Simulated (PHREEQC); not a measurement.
0.1 mol of Fluorite (CaF2) is brought to equilibrium with 1 kg of water, with rising amounts of NaBr, at 4.2 °C. Oxygen is held at 0.21 atm. The system is closed to CO2. The run lets Fluorite, Portlandite precipitate or redissolve, and no other solid.

All values are PHREEQC results (ion-association model, wateq4f.dat), not measurements.

Q: Predict dissolved Ca (mol/kgw) at NaBr added (mol) = 0, 0.0125, 0.0146, 0.025.

A: 
```json
[
 {"NaBr added (mol)": "0", "dissolved Ca (mol/kgw)": "0.000155"},
 {"NaBr added (mol)": "0.0125", "dissolved Ca (mol/kgw)": "0.000185"},
 {"NaBr added (mol)": "0.0146", "dissolved Ca (mol/kgw)": "0.000188"},
 {"NaBr added (mol)": "0.025", "dissolved Ca (mol/kgw)": "0.000200"}
]
```

At this temperature some constants are extrapolated from 25 °C, and those without enthalpy data are left unchanged.
